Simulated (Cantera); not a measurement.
Input: 1 mol SiH4, 0.027 mol HCl, 700 mol H2, at 7.50 Torr.

Cantera equilibrium calculation (NASA polynomials, part measured and part estimated; ideal gas, pure solids and liquids). Candidate condensed phases: Si; 19 gas species. Gases not in the tables: Si2H6 and higher silanes. Kinetics and transport are ignored.

x: gas mole fraction; n: condensed amount in mol.

```tsv
T (K)	x H2	x H	x Si	x SiH	x SiH2	n Si(s)	n Si(l)
1348	1.000	2.31e-5	1.88e-8	___	1.69e-7	1.000	0
1423	1.000	6.64e-5	1.53e-7	___	5.26e-7	0.999	0
1498	1.000	0.000172	1.00e-6	___	1.46e-6	0.998	0
1573	1.000	0.000406	5.50e-6	___	3.67e-6	0.993	0
1648	0.999	0.000890	2.58e-5	___	8.47e-6	0.972	0
1723	0.998	0.00182	9.83e-5	___	1.69e-5	0	0.908
1798	0.996	0.00351	0.000308	___	2.94e-5	0	0.734
1873	0.993	0.00643	0.000882	___	4.87e-5	0	0.274
1948	0.987	0.0112	0.00126	___	4.20e-5	0	0
2023	0.980	0.0188	0.00129	___	2.69e-5	0	0
2098	0.968	0.0303	0.00131	___	1.75e-5	0	0
2173	0.952	0.0471	0.00132	___	1.16e-5	0	0
2248	0.928	0.0708	0.00131	___	7.78e-6	0	0
```

**Question.** What belongs in the gaps?

**Answer.** 
- 1348, x SiH: 1.21e-8
- 1423, x SiH: 6.85e-8
- 1498, x SiH: 3.25e-7
- 1573, x SiH: 1.32e-6
- 1648, x SiH: 4.74e-6
- 1723, x SiH: 1.41e-5
- 1798, x SiH: 3.53e-5
- 1873, x SiH: 8.19e-5
- 1948, x SiH: 9.63e-5
- 2023, x SiH: 8.23e-5
- 2098, x SiH: 7.02e-5
- 2173, x SiH: 5.99e-5
- 2248, x SiH: 5.10e-5
